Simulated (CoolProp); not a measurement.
The fluid at 298.15 K and 19 MPa is throttled through a valve to 4.74 MPa with no heat exchange. The same conditions are run with several fluids, on thermodynamics alone (safety and materials aside).

Values from CoolProp's reference Helmholtz-energy equation of state of each fluid (tetradecamethylhexasiloxane (MD4M): Thol 2019; R13: Platzer 1990; R1336mzz(Z): McLinden 2020; R142b: Lemmon 2006; C3F8 (R218): Lemmon 2006). The equations of Platzer and Polt are older, rougher fits.

```json
[
 {"fluid": "tetradecamethylhexasiloxane (MD4M)", "temperature change (K)": "?", "final density (kg/m³)": "?"},
 {"fluid": "R13", "temperature change (K)": "?", "final density (kg/m³)": "?"},
 {"fluid": "R1336mzz(Z)", "temperature change (K)": "?", "final density (kg/m³)": "1370"},
 {"fluid": "R142b", "temperature change (K)": "?", "final density (kg/m³)": "?"},
 {"fluid": "C3F8 (R218)", "temperature change (K)": "?", "final density (kg/m³)": "1370"}
]
```

Q: Fill in the missing entries.

A: 
- tetradecamethylhexasiloxane (MD4M), temperature change (K): +6.5
- tetradecamethylhexasiloxane (MD4M), final density (kg/m³): 887
- R13, temperature change (K): -5.5
- R13, final density (kg/m³): 1020
- R1336mzz(Z), temperature change (K): +4.3
- R142b, temperature change (K): +4.2
- R142b, final density (kg/m³): 1120
- C3F8 (R218), temperature change (K): +1.7
